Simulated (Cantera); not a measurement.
Charge: 1 mol Si2H6, 3.5 mol H2O, at 1.00 bar.

Method: chemical equilibrium by Gibbs-energy minimisation in Cantera with the NASA 1993 tables (ideal gas, pure condensed phases). Candidate condensed phases: H2O, Si, SiO2; 18 gas species. The feed counts by its element totals alone. Each liquid is taken as pure. Mutual solubility and eutectic melting of coexisting phases are not modelled. The tables hold silica as quartz up to 1696 K and as liquid above; real silica turns to tridymite and cristobalite and melts near 1996 K. Gases not in the tables: Si2H6 and higher silanes. Rates play no part.

x: gas mole fraction; n: condensed amount in mol.

| T (°C) | x H2 | x SiO | x H | x H2O | x SiH2 | n Si(s) | n SiO2(β-quartz) | n Si(l) | n SiO2(condensed) |
|---|---|---|---|---|---|---|---|---|---|
| 652 | 1.00 | 1.75e-11 | 2.60e-10 | 1.32e-10 | 8.89e-12 | 0.250 | 1.75 | 0 | 0 |
| 727 | 1.00 | 5.21e-10 | 2.27e-9 | 9.74e-10 | 9.37e-11 | 0.250 | 1.75 | 0 | 0 |
| 802 | 1.000 | (withheld) | (withheld) | (withheld) | (withheld) | 0.250 | 1.75 | 0 | 0 |
| 877 | 1.000 | 1.19e-7 | 7.46e-8 | 2.39e-8 | 4.15e-9 | 0.250 | 1.75 | 0 | 0 |
| 952 | 1.000 | 1.09e-6 | 3.12e-7 | 8.78e-8 | 1.95e-8 | 0.250 | 1.75 | 0 | 0 |
| 1027 | 1.000 | 7.61e-6 | 1.11e-6 | 2.76e-7 | 7.65e-8 | 0.250 | 1.75 | 0 | 0 |
| 1102 | 1.000 | 4.30e-5 | 3.43e-6 | 7.65e-7 | 2.58e-7 | 0.250 | 1.75 | 0 | 0 |
| 1177 | 1.000 | 0.000202 | 9.46e-6 | 1.90e-6 | 7.69e-7 | 0.249 | 1.75 | 0 | 0 |
| 1252 | 0.999 | 0.000811 | 2.36e-5 | 4.30e-6 | 2.05e-6 | 0.247 | 1.75 | 0 | 0 |
| 1327 | 0.997 | (withheld) | (withheld) | (withheld) | (withheld) | 0.241 | 1.74 | 0 | 0 |
| 1402 | 0.991 | 0.00890 | 0.000116 | 1.75e-5 | 1.11e-5 | 0.221 | 1.72 | 0 | 0 |
| 1477 | 0.976 | 0.0234 | 0.000230 | 3.35e-5 | 2.03e-5 | 0 | 0 | 0.172 | 1.67 |
| 1552 | 0.944 | 0.0558 | 0.000428 | 6.00e-5 | 3.36e-5 | 0 | 0 | 0.0579 | 1.56 |

Problem. What belongs in the gaps?

Solution. 
- 1327, x SiO: 0.00285
- 1327, x H: 5.43e-5
- 1327, x H2O: 8.99e-6
- 1327, x SiH2: 4.99e-6
- 802, x SiO: 9.56e-9
- 802, x H: 1.47e-8
- 802, x H2O: 5.42e-9
- 802, x SiH2: 7.12e-10
